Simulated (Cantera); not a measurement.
Feed: 1 mol Ta(OEt)5, 8.6 mol H2O, 1.8 mol H2, equilibrated at 1625 °C and 17.0 Pa.

Cantera equilibrium calculation (NASA polynomials, part measured and part estimated; ideal gas, pure solids and liquids). Candidate condensed phases: C, C6H6, C7H8, C8H18, H2O, Ta, TaC, Ta2O5; 113 gas species. The feed counts by its element totals alone. Rates play no part.

Base state: H2 0.626, CO 0.293, H 0.0474, H2O 0.0293, CO2 0.00326, OH 0.000181, TaO2 0.000149, O 1.03e-5 (mole fractions); condensed: Ta2O5(s).

Task: What changes in the equilibrium state with this change: temperature from 1625 °C to 1825 °C?

Result: 
```tsv
species	before	after
H2	0.626	0.517
CO	0.293	0.273
H	0.0474	0.170
H2O	0.0293	0.0291
TaO2	0.000149	0.00646
TaO	7.03e-7	6.00e-5
O	1.03e-5	0.000266
OH	0.000181	0.00113
CO2	0.00326	0.00311
Ta2O5(s), mol	0.497	0
Ta2O5(l), mol	0	0.382
```
